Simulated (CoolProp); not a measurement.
A simple Rankine cycle with cis-2-butene: condensing at 331.15 K, boiler at 3.05 MPa, turbine inlet 420.5 K, turbine efficiency 0.75, pump efficiency 0.8, no recuperator. Each further row changes one setting.

Model: reference Helmholtz-energy equation of state, Lemmon 2005, in CoolProp. It is a short technical equation, of lower accuracy than the large ones.

```tsv
case	thermal efficiency (%)	net work (kJ/kg)	heat in (kJ/kg)	turbine exit temperature (K)	volume ratio over the turbine
as stated	11.3	49.5	437	349.6	6.92
turbine inlet 440.5 K	11.6	57.3	495	377.3	6.31
condensing temperature 323.15 K	12.4	56.3	456	343.5	8.53
boiler pressure 2.13 MPa	9.7	46.5	477	373.5	4.15
turbine efficiency 0.65	9.6	42.1	437	353.7	7.04
```
